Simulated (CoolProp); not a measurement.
Computed with CoolProp (reference Helmholtz-energy equation of state, Gao 2022).

For n-perfluorohexane, give the phase and the density (kg/m³), cp (kJ/(kg K)), speed of sound (m/s) at -38.35 °C and 4310 kPa.


- -38.35 °C and 4310 kPa: liquid; density 1860, cp 0.946, speed of sound 699
